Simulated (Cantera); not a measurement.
Input: 1 mol SiH₄, 0.3 mol O₃, 37 mol H₂, at 1975 K and 0.00133 bar.

Cantera equilibrium calculation (NASA polynomials, part measured and part estimated; ideal gas, pure solids and liquids). Candidate condensed phases: H₂O, Si, SiO₂; 18 gas species. Kinetics and transport are ignored.

Base state: H₂ 0.939, H 0.0363, SiO 0.0221, Si 0.00238, SiH 6.07e-5 (mole fractions); condensed: gas only.

Q: What changes in the equilibrium state with this change: temperature from 1975 K to 800 K?

A: 
```tsv
species	before	after
H₂	0.939	1.00
H	0.0363	<1e-9
SiO	0.0221	<1e-9
Si	0.00238	<1e-9
SiH	6.07e-5	<1e-9
Si(s), mol	0	0.550
SiO₂(α-quartz), mol	0	0.450
```
